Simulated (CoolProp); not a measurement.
Saturated liquid density (kg/m³) of decamethylcyclopentasiloxane (D5): the reference equation beside estimates from Tc = 618.3 K, pc = 1.078 MPa, ω = 0.631. Rackett uses Z = 0.29056 − 0.08775 ω.

Computed with CoolProp (reference Helmholtz-energy equation of state, Thol 2019).

| T (K) | reference | Rackett | Redlich-Kwong |
|---|---|---|---|
| 331.8 | 917.7 | 1056 | 738.9 |
| 338.2 | 910.9 | 1048 | 733.7 |
| 344.6 | 904.1 | 1040 | 728.3 |
| 351 | 897.2 | 1032 | 722.9 |
| 357.4 | 890.4 | 1024 | 717.4 |
| 363.8 | 883.5 | 1016 | 711.7 |
| 370.2 | 876.6 | 1008 | 706.0 |
| 376.5 | 869.8 | 999.6 | 700.2 |
| 382.9 | 862.8 | 991.2 | 694.2 |
| 389.3 | 855.8 | … | 688.1 |
| 395.7 | 848.7 | 974.1 | … |
| 402.1 | … | 965.4 | 675.6 |
| 408.5 | 834.4 | 956.6 | 669.1 |
| 414.9 | 827.2 | 947.6 | 662.5 |

Fill in the missing entries.


- 389.3, Rackett: 982.7
- 395.7, Redlich-Kwong: 681.9
- 402.1, reference: 841.6

Absolute difference from the reference over all 14 rows, mean and median: Rackett 14.9 and 15.0 %, Redlich-Kwong 19.6 and 19.5 %.
